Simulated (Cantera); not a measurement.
An isothermal, constant-pressure homogeneous reactor starts with 0.754 % H2, 99.2 % O2, at 1350 K and 0.0132 atm.

Computed with Cantera and GRI-Mech 3.0 (53 species, 325 reactions). Radical loss at walls, strong at low pressure, is not modelled.

x: mole fraction; the columns are a selection and need not sum to one.

| t (s) | x H2 | x O2 | x H2O | x O | x OH | x H2O2 |
|---|---|---|---|---|---|---|
| 2.00e-5 | 0.00754 | 0.992 | 1.15e-11 | 5.64e-10 | 5.60e-10 | <1e-12 |
| 6.29e-5 | 0.00754 | 0.992 | 2.50e-10 | 3.60e-9 | 3.52e-9 | <1e-12 |
| 0.000198 | 0.00754 | 0.992 | (withheld) | (withheld) | (withheld) | 3.21e-12 |
| 0.000623 | 0.00754 | 0.992 | 6.29e-8 | 1.06e-7 | 9.08e-8 | 2.97e-11 |
| 0.00196 | 0.00754 | 0.992 | (withheld) | (withheld) | (withheld) | 2.43e-10 |
| 0.00617 | 0.00189 | 0.987 | 0.00459 | 0.00428 | 0.00183 | 2.80e-8 |
| 0.0194 | 2.27e-5 | 0.985 | 0.00699 | 0.00656 | 0.000892 | 9.04e-9 |
| 0.0612 | 2.09e-5 | 0.986 | 0.00702 | 0.00601 | 0.000856 | 8.83e-9 |
| 0.192 | 1.64e-5 | 0.987 | 0.00710 | 0.00467 | 0.000759 | 8.20e-9 |
| 0.606 | 8.79e-6 | 0.990 | 0.00725 | 0.00246 | 0.000557 | 6.55e-9 |
| 1.91 | 2.59e-6 | 0.992 | 0.00741 | 0.000712 | 0.000303 | 3.65e-9 |
| 6.00 | 4.66e-7 | 0.992 | 0.00751 | 0.000127 | 0.000129 | 1.22e-9 |

**Question.** What belongs in the gaps?

**Answer.** 
- 0.000198, x H2O: 4.01e-9
- 0.000198, x O: 1.77e-8
- 0.000198, x OH: 1.65e-8
- 0.00196, x H2O: 2.70e-6
- 0.00196, x O: 2.67e-6
- 0.00196, x OH: 2.16e-6
